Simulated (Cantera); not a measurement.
An isothermal, constant-pressure homogeneous reactor starts with 2.10 % CH4, 2.29 % O2, 95.6 % N2, at 1050 K and 1200000 Pa.

Cantera simulation using GRI-Mech 3.0 (53 species, 325 reactions); the numbers are that mechanism's predictions, not measurements. The pressure lies above the range GRI-Mech 3.0 was tuned for (to about 10 atm). The temperature is held fixed by assumption; the heat of reaction is taken as removed at once.

Problem. Predict: x(CH4) at 5.00 s; x(O2) at 5.00 s; x(H2) at 5.00 s; x(CH3) at 5.00 s.

Solution. 
| Item | Value |
|---|---|
| x(CH4) at 5.00 s | 0.00476 (gas-phase equilibrium 1.83e-5) |
| x(O2) at 5.00 s | 1.56e-5 (gas-phase equilibrium <1e-12) |
| x(H2) at 5.00 s | 0.00539 (gas-phase equilibrium 0.0255) |
| x(CH3) at 5.00 s | 2.30e-8 (gas-phase equilibrium 4.81e-12) |
